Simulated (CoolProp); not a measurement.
Vapour-liquid equilibrium of propane (1) + isobutene (2) at 0.115 MPa; x and y are mole fractions of (1).

Model: multi-fluid Helmholtz-energy mixture model, Lemmon 2009 and Lemmon 2005; pair parameters Bell 2016, in CoolProp.

| x | bubble temperature (K) | y at the bubble point | dew temperature at overall composition x (K) | liquid density (mol/L) |
|---|---|---|---|---|
| 0.05 | 264.8 | 0.199 | [?] | 11.24 |
| 0.125 | 259.5 | 0.396 | 266.6 | 11.41 |
| 0.2 | 255.5 | 0.524 | 264.7 | 11.57 |
| 0.275 | 252.3 | 0.616 | 262.8 | 11.72 |
| 0.35 | 249.6 | 0.687 | 260.8 | 11.86 |
| 0.425 | 247.3 | 0.745 | 258.6 | 12.00 |
| 0.5 | 245.2 | 0.794 | 256.3 | 12.14 |
| 0.575 | 243.2 | 0.837 | 253.8 | 12.28 |
| 0.65 | [?] | 0.875 | 251.1 | [?] |
| 0.725 | 239.6 | 0.909 | 248.1 | 12.57 |
| 0.8 | 238.0 | 0.938 | 244.9 | 12.71 |
| 0.875 | 236.4 | 0.964 | [?] | 12.86 |
| 0.95 | 234.9 | 0.987 | 237.3 | 13.00 |

**Question.** Complete the blanks.

**Answer.** 
- 0.05, dew temperature at overall composition x (K): 268.3
- 0.65, bubble temperature (K): 241.4
- 0.65, liquid density (mol/L): 12.42
- 0.875, dew temperature at overall composition x (K): 241.4

No azeotrope shows between x = 0.05 and 0.95.

Pair parameters are fitted to limited data, so mixtures are less certain than the pure fluids.
